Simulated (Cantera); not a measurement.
Charge: 1 mol SiH2Cl2, 2.5 mol NH3, a varied amount of H2, held at 875 K and 0.000800 bar.

These are equilibrium values from Cantera (NASA tables, ideal gas, pure condensed phases), not measurements of a reactor. Candidate condensed phases: NH4Cl, Si, Si3N4; 28 gas species. Rates play no part.

x: gas mole fraction; n: condensed amount in mol.

| n(H2) (mol) | x H2 | x HCl | x N2 | x SiCl4 | x SiHCl3 | n Si3N4(s) |
|---|---|---|---|---|---|---|
| 2.8 | 0.720 | 0.214 | 0.0647 | 0.00126 | 9.24e-6 | 0.329 |
| 9.5 | 0.837 | 0.126 | 0.0370 | 0.000160 | 2.34e-6 | 0.332 |
| 16 | 0.884 | 0.0894 | 0.0262 | 4.63e-5 | 1.00e-6 | 0.333 |
| 23 | 0.912 | ? | ? | ? | ? | 0.333 |
| 30 | 0.929 | 0.0550 | 0.0161 | 8.34e-6 | 3.08e-7 | 0.333 |
| 36 | 0.939 | ? | ? | ? | ? | 0.333 |
| 43 | 0.948 | 0.0405 | 0.0118 | 2.89e-6 | 1.48e-7 | 0.333 |
| 50 | 0.954 | 0.0355 | 0.0104 | 1.83e-6 | 1.08e-7 | 0.333 |

Question: Fill in the missing entries.

Answer: 
- 36, x HCl: 0.0472
- 36, x N2: 0.0138
- 36, x SiCl4: 4.91e-6
- 36, x SiHCl3: 2.13e-7
- 23, x HCl: 0.0681
- 23, x N2: 0.0199
- 23, x SiCl4: 1.76e-5
- 23, x SiHCl3: 5.16e-7
